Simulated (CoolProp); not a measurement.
Vapour-liquid equilibrium of n-hexane (1) + benzene (2) at 383.4 K; x and y are mole fractions of (1).

Computed with CoolProp (multi-fluid Helmholtz-energy mixture model, Thol 2019 and Thol 2012; pair parameters Bell 2016).

| x | bubble pressure (kPa) | y at the bubble point | dew pressure at overall composition x (kPa) | liquid density (mol/L) |
|---|---|---|---|---|
| 0.05 | 247.6 | 0.091 | 242.2 | (withheld) |
| 0.125 | 262.5 | 0.201 | 252.2 | (withheld) |
| 0.2 | 274.5 | (withheld) | 262.3 | 9.075 |
| 0.275 | 284.3 | 0.368 | 272.3 | 8.775 |
| 0.35 | (withheld) | 0.436 | 282.1 | 8.492 |
| 0.425 | 299.2 | 0.500 | 291.2 | 8.226 |
| 0.5 | 304.8 | 0.561 | 299.2 | 7.974 |
| 0.575 | 309.4 | 0.621 | 306.0 | 7.736 |
| 0.65 | 313.0 | 0.682 | 311.2 | 7.512 |
| 0.725 | 315.7 | 0.744 | 314.9 | 7.299 |
| 0.8 | 317.5 | (withheld) | 317.3 | 7.098 |
| 0.875 | 318.4 | 0.877 | 318.4 | 6.907 |
| 0.95 | 318.4 | 0.949 | 318.4 | 6.726 |

### Question
What belongs in the gaps?

### Answer

- 0.05, liquid density (mol/L): 9.731
- 0.125, liquid density (mol/L): 9.393
- 0.2, y at the bubble point: 0.291
- 0.35, bubble pressure (kPa): 292.5
- 0.8, y at the bubble point: 0.809

y crosses x between x = 0.875 and 0.95: the model has an azeotrope there.

Pair parameters are fitted to limited data, so mixtures are less certain than the pure fluids.
